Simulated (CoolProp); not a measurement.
Model: reference Helmholtz-energy equation of state, Span 1996, in CoolProp.

**Question.** Give the vapour pressure (MPa), vapour density (kg/m³), liquid viscosity (µPa s) of saturated carbon dioxide at 231.2, 256.6, 269.4 K.

**Answer.** 
```csv
T (K),p (MPa),vapour density (kg/m³),liquid viscosity (µPa s)
231.2,0.934,24.3,199
256.6,2.19,57.8,132
269.4,3.15,86.7,107
```

Viscosity comes from a separate model (Laesecke 2017).
